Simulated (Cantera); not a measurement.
# Adiabatic ignition

An adiabatic, constant-pressure homogeneous reactor starts with 18.8 % CH4, 17.1 % O2, 64.2 % N2, at 1298 K and 0.300 bar.

Computed with Cantera and GRI-Mech 3.0 (53 species, 325 reactions).

```
t (s)     T (K)     x CH4     x O2     x CH2     x H2O     x CO2      x OH       x H
--------  -----  --------  -------  --------  --------  --------  --------  --------
2.00e-6    1298     0.188    0.171    <1e-12  2.73e-11    <1e-12  2.19e-11  1.91e-10
7.52e-6    1298     0.188    0.171    <1e-12  3.78e-10    <1e-12  5.33e-11  2.53e-10
2.83e-5    1298     0.188    0.171    <1e-12   2.52e-9    <1e-12  8.56e-11  2.68e-10
0.000106   1298     0.188    0.171    <1e-12   2.22e-8    <1e-12  2.67e-10  3.28e-10
0.000399   1298     0.188    0.171    <1e-12   3.73e-7  6.00e-12   1.42e-9  6.77e-10
0.00150    1298     0.188    0.171  1.36e-12   7.52e-6  8.28e-10   7.41e-9   3.65e-9
0.00565    1298     0.187    0.170  1.65e-11  0.000107   5.96e-8   2.26e-8   1.45e-8
0.0212     1304     0.186    0.169  8.72e-11   0.00122   1.46e-6   8.27e-8   7.90e-8
0.0798     2230  1.36e-11  1.98e-6    <1e-12     0.112    0.0149  0.000441   0.00532
0.300      2230  9.59e-12  2.08e-6    <1e-12     0.112    0.0149  0.000451   0.00544
```
x: mole fraction; the columns are a selection and need not sum to one.

The time of steepest temperature rise is 46.4 ms and the temperature at 0.300 s comes out as 2230 K. The equilibrium temperature is 2231 K. The x(CH4) at 0.300 s comes out as 9.59e-12 (gas-phase equilibrium 1.07e-11) and the x(O2) at 0.300 s is 2.08e-6 (gas-phase equilibrium 2.08e-6). The x(CH2) at 0.300 s comes out as <1e-12 (gas-phase equilibrium <1e-12).
